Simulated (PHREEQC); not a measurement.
A solution holds 0.0053 mol CdCl2, 0.00084 mol NaCl and 0.95 mol HCl per kg of water, at 20 °C. Closed to the air; pH follows from the charge balance.

Equilibrium calculation in PHREEQC: ion-association model, phreeqc.dat.

No solid was allowed to form.

Task: Order these Cd species by the share of Cd that they hold, largest first: CdCl3-, CdCl+, Cd+2, CdCl2.

Result: CdCl2 (45 %), CdCl+ (30 %), CdCl3- (24 %), Cd+2 (1.1 %)

The pH is 0.15 and the ionic strength 0.953 mol/kgw. The ionic strength is past about 0.7 mol/kgw, beyond the range of this activity model, so the values are rough.
